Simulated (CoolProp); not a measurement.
Vapour-liquid equilibrium of hydrogen sulfide (1) + n-butane (2) at 342.7 K; x and y are mole fractions of (1).

Computed with CoolProp (multi-fluid Helmholtz-energy mixture model, Lemmon 2006 and Bücker 2006; pair parameters Kunz 2012).

```csv
x,bubble pressure (bar),y at the bubble point,dew pressure at overall composition x (bar),liquid density (mol/L)
0.05,10.75,0.246,8.455,9.025
0.125,14.77,0.451,9.220,9.294
0.2,18.61,0.570,10.12,9.616
0.275,…,0.648,11.19,9.996
0.35,25.75,0.705,…,10.44
0.425,29.07,0.749,14.11,10.95
0.5,32.28,0.785,16.14,11.54
0.575,35.40,0.817,…,12.22
0.65,38.47,0.847,22.35,…
0.725,41.49,0.876,27.21,13.91
0.8,44.49,0.905,33.70,14.97
0.875,47.46,0.937,41.41,16.20
0.95,50.42,0.972,48.63,…
```

Question: Some entries are withheld; supply them.

Answer: 
- 0.275, bubble pressure (bar): 22.27
- 0.35, dew pressure at overall composition x (bar): 12.50
- 0.575, dew pressure at overall composition x (bar): 18.80
- 0.65, liquid density (mol/L): 13.00
- 0.95, liquid density (mol/L): 17.63

No azeotrope shows between x = 0.05 and 0.95.

Pair parameters are fitted to limited data, so mixtures are less certain than the pure fluids.
